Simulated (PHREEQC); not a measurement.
Dissolve 0.0016 mol NH4HF2, 0.0205 mol (NH4)2SiF6, 0.005 mol H3PO4 and 0.00365 mol H2SO4 per kg of water at 25 °C. Closed to the air; pH follows from the charge balance.

All values are PHREEQC results (ion-association model, phreeqc.dat), not measurements.

### Question
The ionic strength comes out as 0.0724 mol/kgw. What activity coefficients do NH4+, H+, HSO4-, H2PO4-, SiF6-2 get?

### Answer
NH4+ 0.77, H+ 0.84, HSO4- 0.80, H2PO4- 0.81, SiF6-2 0.42.

Precipitation was switched off in this run. The solution is supersaturated, for example in Quartz (slow to form), so a real one may precipitate; this is no full list. SiF6-2 is the database's only silicon fluoride.
